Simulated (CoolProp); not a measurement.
Computed with CoolProp (reference Helmholtz-energy equation of state, Schroeder 2014).

Q: Give the vapour pressure (MPa), liquid viscosity (µPa s), liquid conductivity (mW/(m K)) of saturated ethanol at 326.2 K.

A: 
```tsv
T (K)	p (MPa)	liquid viscosity (µPa s)	liquid conductivity (mW/(m K))
326.2	0.0340	654	158
```

Viscosity comes from a separate model (Kiselev 2005). Thermal conductivity comes from a separate model (Assael 2013).
